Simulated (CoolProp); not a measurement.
Saturation properties of R1336mzz(Z).

Computed with CoolProp (reference Helmholtz-energy equation of state, McLinden 2020).

| T (K) | p (bar) | liquid density (kg/m³) | vapour density (kg/m³) | liquid cp (kJ/(kg K)) |
|---|---|---|---|---|
| 203.7 | 0.001959 | … | … | 1.016 |
| 208.9 | 0.003232 | 1578 | 0.03055 | … |
| 214.1 | 0.005178 | … | 0.04777 | 1.041 |
| 219.3 | 0.008074 | … | 0.07275 | 1.053 |
| 224.6 | 0.01238 | 1543 | 0.1089 | 1.065 |
| 229.8 | 0.01839 | 1531 | 0.1583 | 1.077 |
| 235 | 0.02674 | 1519 | 0.2253 | 1.088 |
| 240.2 | 0.03813 | 1507 | 0.3147 | 1.100 |
| 245.4 | 0.05337 | 1494 | 0.4318 | 1.111 |
| 250.7 | 0.07389 | 1482 | … | 1.122 |
| 255.9 | 0.1001 | 1470 | 0.7793 | 1.133 |
| 261.1 | 0.1335 | 1457 | 1.022 | 1.144 |

### Question
Complete the blanks.

### Answer

- 203.7, liquid density (kg/m³): 1590
- 203.7, vapour density (kg/m³): 0.01899
- 208.9, liquid cp (kJ/(kg K)): 1.029
- 214.1, liquid density (kg/m³): 1567
- 219.3, liquid density (kg/m³): 1555
- 250.7, vapour density (kg/m³): 0.5862

It boils at 306.6 K under 1 atm.
